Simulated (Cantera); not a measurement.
A closed system holds: 1 mol Ni, 0.013 mol H2S, 3.8 mol N2, 0.0013 mol CH4, held at 31.0 mbar.

Equilibrium computed with Cantera from the NASA thermochemical tables; the gas is ideal and each condensed phase is pure. Candidate condensed phases: C, C6H6, C7H8, C8H18, Ni, NiS, NiS2, Ni3S2, Ni3S4, S; 102 gas species. Metal and sulfide melt together well below either melting point, which pure phases cannot show. Mutual solubility and eutectic melting of coexisting phases are not modelled. Gases not in the tables: S3 to S7. Kinetics and transport are ignored.

x: gas mole fraction; n: condensed amount in mol.

| T (K) | x N2 | x H2 | x S2 | x CS2 | x CS | n C(graphite) | n Ni(s) | n Ni3S2(l) |
|---|---|---|---|---|---|---|---|---|
| 1250 | 0.996 | 0.00405 | 8.54e-6 | (withheld) | 8.59e-7 | 0.00107 | 0.981 | 0.00620 |
| 1300 | 0.996 | 0.00404 | 2.07e-5 | (withheld) | 2.95e-6 | 0.000773 | 0.982 | 0.00588 |
| 1350 | 0.996 | 0.00403 | 4.66e-5 | (withheld) | 9.20e-6 | 0.000173 | 0.984 | 0.00521 |
| 1400 | 0.995 | 0.00403 | 9.83e-5 | 0.000308 | 1.50e-5 | 0 | 0.986 | 0.00483 |
| 1450 | 0.995 | 0.00403 | 0.000196 | 0.000306 | 2.04e-5 | 0 | 0.987 | 0.00443 |
| 1500 | 0.995 | 0.00402 | 0.000369 | 0.000303 | 2.72e-5 | 0 | 0.989 | 0.00374 |
| 1550 | 0.995 | 0.00401 | 0.000665 | 0.000297 | 3.53e-5 | 0 | 0.992 | 0.00257 |
| 1600 | 0.994 | 0.00399 | 0.00115 | 0.000289 | 4.48e-5 | 0 | 0.998 | 0.000656 |
| 1650 | 0.994 | 0.00398 | 0.00132 | 0.000268 | 6.45e-5 | 0 | 1.000 | 0 |

Q: Complete the blanks.

A: 
- 1250, x CS2: 5.21e-5
- 1300, x CS2: 0.000122
- 1350, x CS2: 0.000265
